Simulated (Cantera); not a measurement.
Input (Python, Cantera) and output of one run.

```python
import numpy as np
import cantera as ct

gas_names = """
    H HO2 H2 H2O H2O2 O OH O2 O3 Pb PbO Pb2
""".split()
cond_names = """
    H2O(s) H2O(L) Pb(cr) Pb(L) PbO(rd) PbO(yw) PbO(L) PbO2(s) Pb3O4(s)
""".split()


# ... load() reads the species with a 1 bar reference pressure and builds the phases ...
atoms = {
    'PbO': {'Pb': 1, 'O': 1},
    'H2': {'H': 2},
}
top_T = {'Pb3O4(s)': 820}  # K; cautious upper limits of use, not melting points


# ... equilibrate(T, P, feed) seeds the gas with the atoms and calls Mixture.equilibrate('TP', solver="vcs", rtol=1e-11, max_steps=5000) ...
results = []
T = 1150  # K
P = 101325  # Pa
for m in [0.83, 1.4, 1.9, 2.4, 2.9, 3.4, 4, 4.5]:
    feed = {'PbO': 1, 'H2': m}  # mol
    mix = equilibrate(T, P, feed)
    results.append((T, P, feed, dict(zip(mix.species_names, mix.species_moles))))

top = {s: max(r[3][s] / sum(r[3][g] for g in gas_names) for r in results) for s in gas_names}
cols = sorted((s for s in top if top[s] > 0.001), key=lambda s: -top[s])[:7]
seen = [c for c in cond_names if any(r[3].get(c, 0) > 1e-12 for r in results)]
print("log10 of partial pressures in bar; condensed amounts in mol")
print(f"{'n(H2)':>10s}" + "".join(f"{s[:9]:>10s}" for s in cols + seen))
for T, P, feed, n in results:
    ng = sum(n[g] for g in gas_names)
    print(f"{feed['H2']:10.4g}" + "".join(f"{np.log10(max(n[s] / ng * P / 1e5, 1e-99)):10.3f}" for s in cols)
          + "".join(f"{n.get(c, 0):10.4g}" for c in seen))
```

Output:

```
log10 of partial pressures in bar; condensed amounts in mol
     n(H2)       H2O        H2     Pb(L)   PbO(yw)
      0.83     0.005    -3.613    0.8296    0.1702
       1.4    -0.141    -0.538    0.9996         0
       1.9    -0.273    -0.319    0.9995         0
       2.4    -0.375    -0.228    0.9993         0
       2.9    -0.457    -0.178    0.9992         0
       3.4    -0.526    -0.146     0.999         0
         4    -0.596    -0.119    0.9989         0
       4.5    -0.648    -0.104    0.9987         0
```

Equilibrium computed with Cantera from the NASA thermochemical tables; the gas is ideal and each condensed phase is pure. Mutual solubility and eutectic melting of coexisting phases are not modelled.
